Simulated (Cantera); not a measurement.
Gas mixture: 100 % CH3OH, at 0.650 bar, frozen composition.

Cantera's kinetic-theory transport with the Lennard-Jones parameters of GRI-Mech 3.0, ideal gas; thermal conductivity in the mixture-averaged form. Polar gases are described roughly by these parameters. The composition is frozen, though it would react at the higher temperatures.

D: mixture-averaged diffusion coefficient of that species in the mixture.

```csv
T (K),ρ (kg/m³),cp (J/kg/K),μ (µPa s),λ (mW/m/K),Pr,D (cm²/s) H2,D (cm²/s) CH3,D (cm²/s) C2H2
400,0.626,1604,13.1,28.2,0.745,1.65,0.441,0.318
600,0.417,(withheld),(withheld),(withheld),0.746,(withheld),(withheld),(withheld)
800,0.313,2491,25.8,85.9,0.747,5.45,1.57,1.16
1000,0.250,2798,31.3,117,0.751,7.94,2.32,1.73
1200,0.209,3031,36.4,147,0.752,10.8,3.18,2.38
1400,0.179,3214,(withheld),(withheld),0.751,(withheld),(withheld),(withheld)
```

Q: Some entries are withheld; supply them.

A: 
- 600, cp (J/kg/K): 2101
- 600, μ (µPa s): 19.7
- 600, λ (mW/m/K): 55.5
- 600, D (cm²/s) H2: 3.34
- 600, D (cm²/s) CH3: 0.937
- 600, D (cm²/s) C2H2: 0.686
- 1400, μ (µPa s): 41.1
- 1400, λ (mW/m/K): 176
- 1400, D (cm²/s) H2: 13.9
- 1400, D (cm²/s) CH3: 4.14
- 1400, D (cm²/s) C2H2: 3.10
